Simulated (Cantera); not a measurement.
Feed: 1 mol Si, 0.026 mol O2, 1.6 mol H2, equilibrated at 1.00 bar.

Equilibrium computed with Cantera from the NASA thermochemical tables; the gas is ideal and each condensed phase is pure. Candidate condensed phases: H2O, Si, SiO2; 18 gas species. Mutual solubility and eutectic melting of coexisting phases are not modelled. The tables hold silica as quartz up to 1696 K and as liquid above; real silica turns to tridymite and cristobalite and melts near 1996 K. Rates play no part. All values below are at 1550 K.

Base state: H2 0.999, SiO 0.00125, H 3.15e-5 (mole fractions); condensed: Si(s) + SiO2(β-quartz).

Q: What changes in the equilibrium state with this change: 0.16 mol HF added?

A: 
| species | before | after |
|---|---|---|
| H2 | 0.999 | 0.971 |
| SiF4 | 0 | 0.0141 |
| SiHF3 | 0 | 0.00544 |
| SiF3 | 0 | 0.00489 |
| HF | 0 | 0.00175 |
| SiH2F2 | 0 | 0.000946 |
| SiF2 | 0 | 0.000887 |
| SiH3F | 0 | 4.69e-5 |
| Si(s), mol | 0.973 | 0.928 |
| SiO2(β-quartz), mol | 0.0250 | 0.0249 |
The tables' values for SiF3, SiF2 are old estimates; treat these amounts as uncertain.
